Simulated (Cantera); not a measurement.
A freely propagating, adiabatic, planar premixed flame of CH4 : C2H6 : O2 : N2 = 1 : 0.95 : 6.83 : 25.7 (molar parts), unburnt at 425 K and 1.00 bar; mixture-averaged transport, grid criteria slope 0.08 and curve 0.16, no radiation.

Cantera simulation using GRI-Mech 3.0 (53 species, 325 reactions); the numbers are that mechanism's predictions, not measurements. Burning velocities carry a grid error of a few per cent, more on coarse grids.

Q: How do the results move with these cheaper or finer settings: unity-Lewis-number transport; multicomponent transport; multicomponent+Soret transport; grid criteria slope 0.5, curve 1; grid criteria slope 0.25, curve 0.5; grid criteria slope 0.03, curve 0.06?

A: 
```csv
setting,laminar burning velocity,thermal thickness,peak x(CH3),peak x(H2),grid points
as above,54.4 cm/s,0.418 mm,0.00141,0.0102,139
unity-Lewis-number transport,45.2 cm/s,0.445 mm,0.00113,0.0105,142
multicomponent transport,54.8 cm/s,0.423 mm,0.00143,0.0103,140
multicomponent+Soret transport,54.0 cm/s,0.425 mm,0.00139,0.00972,140
"grid criteria slope 0.5, curve 1",60.0 cm/s,0.454 mm,0.00139,0.0106,35
"grid criteria slope 0.25, curve 0.5",57.0 cm/s,0.430 mm,0.00142,0.0104,52
"grid criteria slope 0.03, curve 0.06",53.3 cm/s,0.416 mm,0.00141,0.0101,336
```
The base run took roughly 18 core-seconds.
Unity Lewis numbers drop preferential diffusion, which matters most where H2 and H carry the flame; Soret adds thermal diffusion.
